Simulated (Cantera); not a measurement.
A closed system holds: 1 mol MgCl2, 1.8 mol O2, 34 mol N2, equilibrated at 1.60 mbar.

Cantera equilibrium calculation (NASA polynomials, part measured and part estimated; ideal gas, pure solids and liquids). Candidate condensed phases: Mg, MgCl2, MgO; 18 gas species. Equilibrium is a limit: real reactors are often held back by kinetics, nucleation or transport. All values below are at 1973 K.

Base state: N2 0.911, Cl 0.0409, O2 0.0354, MgCl2 0.00635, NO 0.00314, O 0.00255, Mg 0.000200, MgCl 6.63e-5 (mole fractions); condensed: MgO(s).

Task: What changes in the equilibrium state with this change: pressure from 1.60 mbar to 13.3 mbar?

Result: 
```json
[
 {"species": "N2", "before": "0.911", "after": "0.914"},
 {"species": "O2", "before": "0.0354", "after": "0.0384"},
 {"species": "Cl", "before": "0.0409", "after": "0.0321"},
 {"species": "MgCl2", "before": "0.00635", "after": "0.0108"},
 {"species": "Mg", "before": "0.000200", "after": "8.00e-6"},
 {"species": "Cl2", "before": "6.07e-6", "after": "3.11e-5"},
 {"species": "MgCl", "before": "6.63e-5", "after": "1.73e-5"},
 {"species": "O", "before": "0.00255", "after": "0.000920"},
 {"species": "ClO", "before": "4.74e-6", "after": "1.12e-5"},
 {"species": "MgO(s), mol", "before": "0.753", "after": "0.597"}
]
```
